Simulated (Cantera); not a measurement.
An isothermal, constant-pressure homogeneous reactor starts with NH₃ : N₂ = 1 : 1.5 (molar parts), at 2275 K and 1.00 bar.

Detailed kinetics in Cantera: the gas-phase N/H chemistry of the illustrative SiF4/NH3 mechanism in the Surface Chemkin manual (1991). Walls and surfaces, which speed up NH3 decomposition in real reactors, are not modelled.

x: mole fraction; the columns are a selection and need not sum to one.

| t (s) | x NH₃ | x H | x N₂ | x N₂H₄ | x NH | x H₂ |
|---|---|---|---|---|---|---|
| 6.00e-5 | 0.391 | 2.77e-5 | 0.599 | ? | 3.82e-5 | 0.00745 |
| 0.000226 | 0.365 | 8.84e-5 | 0.597 | ? | 4.94e-5 | 0.0353 |
| 0.000848 | 0.286 | 0.000260 | 0.591 | ? | 5.80e-5 | 0.120 |
| 0.00319 | 0.127 | 0.000738 | 0.580 | ? | 4.98e-5 | 0.292 |
| 0.0120 | 0.00894 | 0.00238 | 0.571 | ? | 2.03e-5 | 0.417 |
| 0.0451 | 7.34e-5 | 0.00556 | 0.570 | <1e-12 | 8.96e-7 | 0.425 |
| 0.169 | 1.23e-5 | 0.00557 | 0.570 | <1e-12 | 1.51e-7 | 0.425 |
| 0.637 | 3.78e-6 | 0.00557 | 0.570 | <1e-12 | 4.64e-8 | 0.425 |
| 2.39 | 2.82e-6 | 0.00557 | 0.570 | <1e-12 | 3.46e-8 | 0.425 |
| 9.00 | 2.82e-6 | 0.00557 | 0.570 | <1e-12 | 3.45e-8 | 0.425 |

Task: Some entries are withheld; supply them.

Result: 
- 6.00e-5, x N₂H₄: 6.08e-7
- 0.000226, x N₂H₄: 4.45e-7
- 0.000848, x N₂H₄: 2.35e-7
- 0.00319, x N₂H₄: 6.60e-8
- 0.0120, x N₂H₄: 1.69e-9
